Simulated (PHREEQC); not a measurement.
# Copper plating or etch bath with buffer: an equilibrium model

Solution A (120 mmol/kgw CuCl2 and 0.21 mmol/kgw H2SO4) is mixed with solution B (0.11 mol H3PO4, 0.00018 mol Na2B4O7 and 0.00028 mol KCl per kg of water) at 81 °C; shares are by mass of water, 1 kg in all. O2 is buffered at 0.21 atm. No CO2 enters from the air. Solids allowed: Tenorite, Brochantite, Antlerite, Atacamite, Cu3(PO4)2:3H2O, Halite, Mirabilite, Chalcanthite. Others were left out.

All values are PHREEQC results (ion-association model, wateq4f.dat), not measurements.

```json
[
 {"share of solution B": "0", "pH": "3.27", "Atacamite (mol)": "8.51e-5", "H3PO4 (mol/kgw)": "0", "CuCl+ (mol/kgw)": "0.0644", "SO4-2 (mol/kgw)": "0.000103", "CuSO4 (mol/kgw)": "9.89e-5", "Cu+2 (mol/kgw)": "0.0510"},
 {"share of solution B": "0.1", "pH": "2.32", "Atacamite (mol)": "0", "H3PO4 (mol/kgw)": "0.00508", "CuCl+ (mol/kgw)": "0.0564", "SO4-2 (mol/kgw)": "7.12e-5", "CuSO4 (mol/kgw)": "6.70e-5", "Cu+2 (mol/kgw)": "0.0480"},
 {"share of solution B": "0.15", "pH": "2.20", "Atacamite (mol)": "0", "H3PO4 (mol/kgw)": "0.00871", "CuCl+ (mol/kgw)": "0.0525", "SO4-2 (mol/kgw)": "6.22e-5", "CuSO4 (mol/kgw)": "5.81e-5", "Cu+2 (mol/kgw)": "0.0464"},
 {"share of solution B": "0.25", "pH": "2.07", "Atacamite (mol)": "0", "H3PO4 (mol/kgw)": "0.0167", "CuCl+ (mol/kgw)": "0.0447", "SO4-2 (mol/kgw)": "4.88e-5", "CuSO4 (mol/kgw)": "4.47e-5", "Cu+2 (mol/kgw)": "0.0428"},
 {"share of solution B": "0.3", "pH": "2.02", "Atacamite (mol)": "0", "H3PO4 (mol/kgw)": "0.0209", "CuCl+ (mol/kgw)": "0.0409", "SO4-2 (mol/kgw)": "4.34e-5", "CuSO4 (mol/kgw)": "3.94e-5", "Cu+2 (mol/kgw)": "0.0410"},
 {"share of solution B": "0.4", "pH": "1.95", "Atacamite (mol)": "0", "H3PO4 (mol/kgw)": "0.0297", "CuCl+ (mol/kgw)": "0.0334", "SO4-2 (mol/kgw)": "3.41e-5", "CuSO4 (mol/kgw)": "3.02e-5", "Cu+2 (mol/kgw)": "0.0370"},
 {"share of solution B": "0.45", "pH": "1.92", "Atacamite (mol)": "0", "H3PO4 (mol/kgw)": "0.0342", "CuCl+ (mol/kgw)": "0.0298", "SO4-2 (mol/kgw)": "3.01e-5", "CuSO4 (mol/kgw)": "2.63e-5", "Cu+2 (mol/kgw)": "0.0349"},
 {"share of solution B": "0.55", "pH": "1.87", "Atacamite (mol)": "0", "H3PO4 (mol/kgw)": "0.0434", "CuCl+ (mol/kgw)": "0.0227", "SO4-2 (mol/kgw)": "2.29e-5", "CuSO4 (mol/kgw)": "1.92e-5", "Cu+2 (mol/kgw)": "0.0304"},
 {"share of solution B": "0.6", "pH": "1.85", "Atacamite (mol)": "0", "H3PO4 (mol/kgw)": "0.0481", "CuCl+ (mol/kgw)": "0.0193", "SO4-2 (mol/kgw)": "1.97e-5", "CuSO4 (mol/kgw)": "1.61e-5", "Cu+2 (mol/kgw)": "0.0280"},
 {"share of solution B": "0.7", "pH": "1.81", "Atacamite (mol)": "0", "H3PO4 (mol/kgw)": "0.0577", "CuCl+ (mol/kgw)": "0.0129", "SO4-2 (mol/kgw)": "1.38e-5", "CuSO4 (mol/kgw)": "1.05e-5", "Cu+2 (mol/kgw)": "0.0227"},
 {"share of solution B": "0.75", "pH": "1.79", "Atacamite (mol)": "0", "H3PO4 (mol/kgw)": "0.0626", "CuCl+ (mol/kgw)": "0.00993", "SO4-2 (mol/kgw)": "1.11e-5", "CuSO4 (mol/kgw)": "7.96e-6", "Cu+2 (mol/kgw)": "0.0198"},
 {"share of solution B": "0.85", "pH": "1.77", "Atacamite (mol)": "0", "H3PO4 (mol/kgw)": "0.0725", "CuCl+ (mol/kgw)": "0.00463", "SO4-2 (mol/kgw)": "6.23e-6", "CuSO4 (mol/kgw)": "3.67e-6", "Cu+2 (mol/kgw)": "0.0133"},
 {"share of solution B": "0.9", "pH": "1.75", "Atacamite (mol)": "0", "H3PO4 (mol/kgw)": "0.0776", "CuCl+ (mol/kgw)": "0.00244", "SO4-2 (mol/kgw)": "4.00e-6", "CuSO4 (mol/kgw)": "1.94e-6", "Cu+2 (mol/kgw)": "0.00952"},
 {"share of solution B": "1", "pH": "1.73", "Atacamite (mol)": "0", "H3PO4 (mol/kgw)": "0.0884", "CuCl+ (mol/kgw)": "0", "SO4-2 (mol/kgw)": "0", "CuSO4 (mol/kgw)": "0", "Cu+2 (mol/kgw)": "0"}
]
```

Atacamite from the start (pH 3.27), last present at share of solution B = 0.

H3PO4, which wateq4f.dat lacks, is added to it with the constant of phreeqc.dat. Constants without temperature data keep their 25 °C values here. The database has no phosphate complexes of Cu.
